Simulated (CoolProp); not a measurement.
Computed with CoolProp (reference Helmholtz-energy equation of state, Akasaka 2024).

Problem. Give the vapour pressure (MPa), vapour density (kg/m³), enthalpy of vaporisation (kJ/kg), liquid cp (kJ/(kg K)) of saturated R1132(E) at 6.25, 50.65 °C.

Solution. 
```tsv
T (°C)	p (MPa)	vapour density (kg/m³)	enthalpy of vaporisation (kJ/kg)	liquid cp (kJ/(kg K))
6.25	0.987	32.5	243	1.78
50.65	3.06	116	162	2.42
```
